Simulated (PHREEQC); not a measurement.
Make-up at 40 °C: 0.0025 mol Cu(NO3)2 and 0.026 mol HBF4 per kg of water. Closed to the air; pH follows from the charge balance.

The numbers come from PHREEQC with the ion-association model, wateq4f.dat.

No solid was allowed to form.

Estimate the pH.

pH 1.68.

In which forms is F present?

BF4- 86 %, HF 10 %, BF3OH- 2.9 % of the F.

Complexes and solids missing from the database can't appear. At this temperature some constants are extrapolated from 25 °C, and those without enthalpy data are left unchanged. Real BF4- forms and hydrolyses slowly; the run takes it at equilibrium.
